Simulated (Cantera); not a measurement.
A closed system holds: 1 mol CaO, 1.1 mol HF, 0.7 mol N2, equilibrated at 133 Pa.

Equilibrium computed with Cantera from the NASA thermochemical tables; the gas is ideal and each condensed phase is pure. Candidate condensed phases: Ca, CaF2, CaO, Ca(OH)2, H2O; 47 gas species. Mutual solubility and eutectic melting of coexisting phases are not modelled. Equilibrium is a limit: real reactors are often held back by kinetics, nucleation or transport.

Q: What share of the Ca ends up in condensed phases as a function of T (°C), at 1125, 1200, 1275, 1350, 1425, 1500, 1575, 1650?

A: 
| T (°C) | Ca condensed (%) | as |
|---|---|---|
| 1125 | 100.0 | CaF2(s) + CaO(s) |
| 1200 | 99.9 | CaF2(s) + CaO(s) |
| 1275 | 99.4 | CaF2(s) + CaO(s) |
| 1350 | 97.2 | CaF2(s) + CaO(s) |
| 1425 | 89.0 | CaF2(l) + CaO(s) |
| 1500 | 83.1 | CaO(s) |
| 1575 | 80.8 | CaO(s) |
| 1650 | 78.5 | CaO(s) |
